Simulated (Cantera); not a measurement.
An isothermal, constant-pressure homogeneous reactor starts with 4.31 % H₂, 95.7 % O₂, equivalence ratio 0.022, at 1050 K and 0.0237 atm.

Computed with Cantera and the H2/O2 subset of GRI-Mech 3.0, which has no nitrogen chemistry. Radical loss at walls, strong at low pressure, is not modelled. The temperature is held fixed by assumption; the heat of reaction is taken as removed at once.

x: mole fraction; the columns are a selection and need not sum to one.

```tsv
t (s)	x H₂	x O₂	x HO₂	x H₂O₂	x H₂O	x OH	x O
2.00e-5	0.0431	0.957	5.31e-11	<1e-12	1.01e-12	8.02e-12	8.64e-12
6.32e-5	0.0431	0.957	1.69e-10	<1e-12	2.44e-11	5.70e-11	7.09e-11
0.000200	0.0431	0.957	5.40e-10	<1e-12	4.93e-10	3.63e-10	5.89e-10
0.000632	0.0431	0.957	1.98e-9	<1e-12	1.97e-8	7.37e-9	1.39e-8
0.00200	0.0429	0.957	1.40e-6	4.87e-10	0.000104	3.55e-5	6.75e-5
0.00632	0.000738	0.938	9.09e-6	1.80e-7	0.0397	0.00163	0.0153
0.0200	0.000150	0.952	5.58e-6	1.50e-7	0.0432	0.000703	0.00387
0.0632	1.86e-5	0.955	2.05e-6	1.10e-7	0.0438	0.000246	0.000505
0.200	___	0.956	___	___	0.0440	___	___
0.632	2.50e-7	0.956	9.46e-8	1.99e-8	0.0440	3.18e-5	8.23e-6
2.00	4.29e-8	0.956	2.06e-8	6.42e-9	0.0440	1.38e-5	1.55e-6
6.32	___	0.956	___	___	0.0440	___	___
20.0	2.44e-9	0.956	1.74e-9	6.33e-10	0.0440	3.43e-6	9.61e-8
```

Q: What belongs in the gaps?

A: 
- 0.200, x H₂: 1.96e-6
- 0.200, x HO₂: 4.76e-7
- 0.200, x H₂O₂: 5.44e-8
- 0.200, x OH: 8.39e-5
- 0.200, x O: 5.81e-5
- 6.32, x H₂: 9.45e-9
- 6.32, x HO₂: 5.28e-9
- 6.32, x H₂O₂: 2.02e-9
- 6.32, x OH: 6.66e-6
- 6.32, x O: 3.61e-7
